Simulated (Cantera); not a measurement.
Cantera with NASA thermochemical tables; ideal gases at 1 bar, condensed phases pure. Values are per mole of reaction as written; species without (g) are pure solids or liquids, kept so even where they would boil at 1 bar.

4 PH₃(g) + 10 N₂O(g) → P₄O₁₀ + 12 H(g) + 10 N₂(g)

```csv
T (K),ΔH° (kJ),ΔS° (J/K),ΔG° (kJ),log10 K
300,-1231.3,481.6,-1375.8,239.54
450,(withheld),(withheld),(withheld),(withheld)
475,-1194.7,578.0,-1469.3,161.57
500,-1189.7,588.3,-1483.8,155.01
525,-1184.7,598.1,-1498.7,149.11
550,-1179.7,607.4,-1513.7,143.76
575,(withheld),(withheld),(withheld),(withheld)
600,(withheld),(withheld),(withheld),(withheld)
625,-1164.8,632.8,-1560.3,130.40
650,(withheld),(withheld),(withheld),(withheld)
```

**Question.** Some entries are withheld; supply them.

**Answer.** 
- 450, ΔH° (kJ): -1199.8
- 450, ΔS° (J/K): 567.0
- 450, ΔG° (kJ): -1454.9
- 450, log10 K: 168.88
- 575, ΔH° (kJ): -1174.7
- 575, ΔS° (J/K): 616.2
- 575, ΔG° (kJ): -1529.0
- 575, log10 K: 138.90
- 600, ΔH° (kJ): -1169.8
- 600, ΔS° (J/K): 624.7
- 600, ΔG° (kJ): -1544.5
- 600, log10 K: 134.46
- 650, ΔH° (kJ): -1159.8
- 650, ΔS° (J/K): 640.5
- 650, ΔG° (kJ): -1576.2
- 650, log10 K: 126.66
